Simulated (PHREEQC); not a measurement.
0.058 g of hydrous ferric oxide (600 m²/g; 0.2 weak and 0.005 strong sites per Fe, Dzombak-Morel constants, diffuse double layer) in 1 kg of water with 0.05 mol/kgw of an inert sodium salt and 4.5e-05 mol NiCl2, at 25 °C; the pH is set by adding NaOH or the inert anion's acid. Oxygen alone is held at its pressure in air (log pO2 = -0.68). CO2 from the air is kept out. No solid was allowed to form.

Equilibrium calculation in PHREEQC: ion-association model, wateq4f.dat.

### Question
Predict Ni sorbed (%), surface charge σ (C/m²), surface potential ψ (mV) at pH = 5.12, 5.88, 8.12, 9.25, 9.62.

### Answer
| pH | Ni sorbed (%) | surface charge σ (C/m²) | surface potential ψ (mV) |
|---|---|---|---|
| 5.12 | 0.1 | 0.168 | 131 |
| 5.88 | 2.3 | 0.099 | 104 |
| 8.12 | 79.4 | 0.017 | 31 |
| 9.25 | 99.3 | -0.007 | -14 |
| 9.62 | 99.7 | -0.017 | -32 |

Along this series the solution becomes supersaturated in solids that the run did not let form, among them Ni(OH)2. Species that the database lacks are ignored.
